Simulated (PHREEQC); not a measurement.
Consider water at 60 °C with 0.25 mol NH4HS per kg of water. It is in equilibrium with CO2 at log p = -3.5 (atm). Otherwise closed; pH follows from the charge balance.

Model: ion-association model, wateq4f.dat, run in PHREEQC.

No solid was allowed to form.

Task: Order these C species by the share of C that they hold, largest first: HCO3-, CO3-2, CO2.

Result: HCO3- (95 %), CO2 (4.8 %), CO3-2 (0.48 %)

The pH is 7.43 and the ionic strength 0.227 mol/kgw. Species that the database lacks are ignored. At this temperature some constants are extrapolated from 25 °C, and those without enthalpy data are left unchanged. The polysulfide entries of wateq4f.dat were taken out for this run.
